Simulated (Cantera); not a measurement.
PbO + C + N2 (carbothermic reduction)

A closed system holds: 1 mol PbO, 2.6 mol C, 0.48 mol N2, held at 825 °C and 5180 Torr.

These are equilibrium values from Cantera (NASA tables, ideal gas, pure condensed phases), not measurements of a reactor. Candidate condensed phases: C, Pb, PbO, PbO2, Pb3O4; 27 gas species. Rates play no part.

```yaml
x(CO): 0.482
x(N2): 0.372
x(CO2): 0.146
x(Pb): 1.69e-5
n(C(graphite)): 1.79 mol
n(Pb(l)): 1.000 mol
gas_amount: 1.291 mol
log10 activity of PbO2(s) (absent): -16.00
```
